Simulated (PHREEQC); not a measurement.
Dissolve 0.23 mol/kgw NaH2PO4 and 2.1e-06 mol/kgw H4SiO4 at 89 °C. Closed to the air; pH follows from the charge balance.

Computed with PHREEQC (ion-association model, wateq4f.dat).

| quantity | before | after |
|---|---|---|
| pH | 4.42 | 4.59 |
| HPO4-2 (mol/kgw) | 0.00148 | 0.000279 |
| NaHPO4- (mol/kgw) | 0.000158 | 1.06e-5 |
| PO4-3 (mol/kgw) | 3.00e-10 | 4.04e-11 |
| H3SiO4- (mol/kgw) | 5.89e-11 | 7.00e-11 |
| SI of Quartz (SiO2) | -2.44 | -2.47 |

### Question
Name the change that produced these shifts.
(A) NaH2PO4 from 0.23 to 0.253 mol/kgw
(B) NaH2PO4 from 0.23 to 0.046 mol/kgw
(C) 0.37 mol/kgw TMAH added
(D) NaH2PO4 replaced by Na3PO4 at the same molality
(E) 0.038 mol/kgw ZnI2 added

### Answer
B, NaH2PO4 from 0.23 to 0.046 mol/kgw

No solid was allowed to form. H3PO4, which wateq4f.dat lacks, is added to it with the constant of phreeqc.dat. At this temperature some constants are extrapolated from 25 °C, and those without enthalpy data are left unchanged.
